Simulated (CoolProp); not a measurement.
A single-stage vapour-compression cycle with hydrogen sulfide: evaporating at 243.15 K (dew point), condensing at 294.15 K (bubble point), superheat 8 K, subcooling 0 K, compressor efficiency 0.9, no pressure losses. Each further row changes one setting.

Model: reference Helmholtz-energy equation of state, Lemmon 2006, in CoolProp. It is a short technical equation, of lower accuracy than the large ones.

```tsv
case	cooling COP	pressure ratio	discharge temperature (K)	refrigerating effect (kJ/kg)	volumetric capacity (kJ/m³)
as stated	3.35	4.80	382.1	410	2690
evaporating temperature 248.15 K	3.87	3.99	371.4	413	3220
condensing temperature 289.15 K	3.80	4.22	369.5	421	2760
subcooling 5 K	3.44	4.80	382.1	421	2760
superheat 18 K	3.28	4.80	396.6	421	2640
compressor efficiency 0.8	2.97	4.80	395.5	410	2690
```
